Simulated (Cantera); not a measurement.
Cantera run:

```python
import numpy as np
import cantera as ct

gas_names = [...]  # 109 gases of nasa_gas.yaml made of C, Cl, H, Si
cond_names = """
    C(gr) C6H6(L) C7H8(L) C8H18(L),n-octa Si(cr) Si(L) SiC(b)
""".split()


# ... load() reads the species with a 1 bar reference pressure and builds the phases ...
atoms = {
    'CH3SiCl3': {'C': 1, 'H': 3, 'Si': 1, 'CL': 3},
    'HCl': {'H': 1, 'CL': 1},
    'H2': {'H': 2},
}
top_T = {'C(gr)': 4500, 'SiC(b)': 3050}  # K; cautious upper limits of use, not melting points


# ... equilibrate(T, P, feed) seeds the gas with the atoms and calls Mixture.equilibrate('TP', solver="vcs", rtol=1e-11, max_steps=5000) ...
results = []
feed = {'CH3SiCl3': 1, 'HCl': 2.3, 'H2': 250}  # mol
P = 10000  # Pa
for T in [1625, 1725, 1825, 1925, 2025, 2125, 2225, 2325, 2425]:
    mix = equilibrate(T, P, feed)
    results.append((T, P, feed, dict(zip(mix.species_names, mix.species_moles))))

top = {s: max(r[3][s] / sum(r[3][g] for g in gas_names) for r in results) for s in gas_names}
cols = sorted((s for s in top if top[s] > 1e-06), key=lambda s: -top[s])[:6]
seen = [c for c in cond_names if any(r[3].get(c, 0) > 1e-12 for r in results)]
print("log10 of partial pressures in bar; condensed amounts in mol")
print(f"{'T/K':>10s}" + "".join(f"{s[:9]:>10s}" for s in cols + seen))
for T, P, feed, n in results:
    ng = sum(n[g] for g in gas_names)
    print(f"{T:10.4g}" + "".join(f"{np.log10(max(n[s] / ng * P / 1e5, 1e-99)):10.3f}" for s in cols)
          + "".join(f"{n.get(c, 0):10.4g}" for c in seen))
```

Output:

```
log10 of partial pressures in bar; condensed amounts in mol
       T/K        H2         H       HCL        Si C2H2,acet        CL    SiC(b)
      1625    -1.009    -4.656    -2.685    -8.246    -6.425    -6.436    0.9862
      1725    -1.009    -4.236    -2.686    -7.362    -5.855    -6.023    0.9831
      1825    -1.010    -3.861    -2.687    -6.514    -5.474    -5.656    0.9757
      1925    -1.010    -3.525    -2.690    -5.734    -5.173    -5.328    0.9602
      2025    -1.012    -3.222    -2.693    -5.053    -4.862    -5.032    0.9243
      2125    -1.014    -2.947    -2.697    -4.476    -4.504    -4.764    0.8286
      2225    -1.019    -2.698    -2.703    -3.982    -4.119    -4.522    0.5695
      2325    -1.026    -2.472    -2.712    -3.585    -3.780    -4.301         0
      2425    -1.036    -2.265    -2.719    -3.532    -3.772    -4.096         0
```

Cantera equilibrium calculation (NASA polynomials, part measured and part estimated; ideal gas, pure solids and liquids). The feed counts by its element totals alone. The tables' values for SiCl are old estimates; treat these amounts as uncertain. Gases not in the tables: Si2H6 and higher silanes.
